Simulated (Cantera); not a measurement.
Mixture: CH4 : O2 : N2 = 1 : 0.909 : 3.42 (molar parts), equivalence ratio 2.2, at 3300000 Pa, adiabatic and at constant volume. Ignition delay is the time to a rise of 400 K.

Cantera simulation using GRI-Mech 3.0 (53 species, 325 reactions); the numbers are that mechanism's predictions, not measurements. The pressure lies above the range GRI-Mech 3.0 was tuned for (to about 10 atm).

**Question.** What does this change do: constant pressure in place of constant volume?

**Answer.** 
```csv
quantity,before,after
delay at 1200 K,1.69 ms,1.79 ms
delay at 1250 K,0.948 ms,1.01 ms
delay at 1300 K,0.552 ms,0.595 ms
delay at 1350 K,0.330 ms,0.359 ms
delay at 1400 K,0.202 ms,0.221 ms
delay at 1450 K,0.126 ms,0.138 ms
apparent activation energy between 1350 and 1450 K,160 kJ/mol,150 kJ/mol
```
